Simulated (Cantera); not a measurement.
Cantera with NASA thermochemical tables; ideal gases at 1 bar, condensed phases pure. Values are per mole of reaction as written; species without (g) are pure solids or liquids, kept so even where they would boil at 1 bar.

Ca(g) + O(g) → CaO

| T (K) | ΔH° (kJ) | ΔS° (J/K) | ΔG° (kJ) | log10 K |
|---|---|---|---|---|
| 300 | -1062.1 | -277.7 | -978.8 | 170.41 |
| 1298 | ___ | ___ | ___ | ___ |
| 1448 | ___ | ___ | ___ | ___ |
| 1598 | -1048.1 | -262.8 | -628.2 | 20.53 |
| 1748 | -1045.8 | -261.4 | -588.9 | 17.60 |
| 1898 | ___ | ___ | ___ | ___ |

Question: Complete the blanks.

Answer: 
- 1298, ΔH° (kJ): -1052.5
- 1298, ΔS° (J/K): -265.8
- 1298, ΔG° (kJ): -707.5
- 1298, log10 K: 28.47
- 1448, ΔH° (kJ): -1050.4
- 1448, ΔS° (J/K): -264.3
- 1448, ΔG° (kJ): -667.7
- 1448, log10 K: 24.09
- 1898, ΔH° (kJ): -1043.4
- 1898, ΔS° (J/K): -260.1
- 1898, ΔG° (kJ): -549.8
- 1898, log10 K: 15.13
